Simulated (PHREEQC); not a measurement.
HCl is added in steps, without added water, to 1 kg of water holding 0.0041 mol Ag2SO4, 0.1 mol HF and 0.00024 mol Cu(NO3)2, at 25 °C. Oxygen alone is held at its pressure in air (log pO2 = -0.68). The system is closed to CO2. The run lets Cu(OH)2, Brochantite, Antlerite, Atacamite, Cu2(OH)3NO3, Cerargyrite, Ag2O, Ag2SO4, Chalcanthite, CuF2:2H2O precipitate or redissolve, and no other solid.

Base run: PHREEQC, ion-association model, wateq4f.dat. Each further column changes one thing. The table gives Ag in solution (mol/kgw).

```csv
HCl added (mol),base,metal-ligand complexes left out,all activity coefficients set to 1,Debye-Hückel limiting law,Davies equation for every ion
0,0.00820,0.00820,0.00820,0.00820,0.00820
0.0039,0.00430,0.00430,0.00430,0.00430,0.00430
0.00585,0.00235,0.00235,0.00235,0.00235,0.00235
0.00975,5.35e-7,1.49e-7,5.02e-7,5.43e-7,5.35e-7
0.0117,5.14e-7,6.63e-8,5.00e-7,5.19e-7,5.14e-7
0.0156,6.09e-7,3.19e-8,6.03e-7,6.14e-7,6.10e-7
0.01755,6.68e-7,2.55e-8,6.63e-7,6.73e-7,6.69e-7
0.02145,7.93e-7,1.83e-8,7.90e-7,7.99e-7,7.95e-7
0.0234,8.57e-7,1.61e-8,8.54e-7,8.64e-7,8.60e-7
0.0273,9.89e-7,1.30e-8,9.86e-7,9.98e-7,9.93e-7
0.02925,1.06e-6,1.19e-8,1.05e-6,1.07e-6,1.06e-6
0.03315,1.19e-6,1.02e-8,1.19e-6,1.21e-6,1.20e-6
0.0351,1.26e-6,9.48e-9,1.25e-6,1.28e-6,1.27e-6
0.039,1.40e-6,8.39e-9,1.39e-6,1.42e-6,1.41e-6
```

wateq4f.dat counts part of the HF as a dimer, H2F2, which phreeqc.dat doesn't know; its constant is uncertain.
